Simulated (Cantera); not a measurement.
# Thermodynamics of carbothermic reduction, feed SiO₂ + C + H₂ + CO

Feed: 1 mol SiO₂, 2.1 mol C, 8 mol H₂, 11 mol CO, equilibrated at 950 K and 0.660 bar.

Equilibrium computed with Cantera from the NASA thermochemical tables; the gas is ideal and each condensed phase is pure. Candidate condensed phases: C, C₆H₆, C₇H₈, C₈H₁₈, H₂O, Si, SiC, SiO₂; 123 gas species. The numbers say what is thermodynamically allowed, not how fast it happens.

| Quantity | Value |
|---|---|
| x(H₂) | 0.401 |
| x(CO) | 0.355 |
| x(CO₂) | 0.139 |
| x(H₂O) | 0.0877 |
| x(CH₄) | 0.0178 |
| n(C(graphite)) | 5.29 mol |
| n(SiO₂(β-quartz)) | 1.00 mol |
| gas amount | 15.27 mol |
| log10 activity of Si(s) (absent) | -17.83 |
